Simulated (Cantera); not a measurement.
A perfectly stirred reactor is fed with 15.9 % C2H6, 84.1 % H2, at 113 Torr; it is held at 1098 K, and followed from long to short residence time.

Model: GRI-Mech 3.0 (53 species, 325 reactions), integrated in Cantera. GRI-Mech 3.0 stops at C3 and has no aromatics, soot or wall deposition, so with more carbon than oxygen in the feed, carbon stays in small species such as C2H2 where larger ones or solid carbon would form.

### Question
Predict: x(C2H6) at τ = 5.80 s; x(H2) at τ = 5.80 s; x(CH4) at τ = 5.80 s; x(C2H6) at τ = 0.140 s; x(H2) at τ = 0.140 s; x(CH4) at τ = 0.140 s.

### Answer
| Item | Result |
|---|---|
| x(C2H6) at τ = 5.80 s | 0.0128 |
| x(H2) at τ = 5.80 s | 0.833 |
| x(CH4) at τ = 5.80 s | 0.0511 |
| x(C2H6) at τ = 0.140 s | 0.0874 |
| x(H2) at τ = 0.140 s | 0.845 |
| x(CH4) at τ = 0.140 s | 0.0104 |
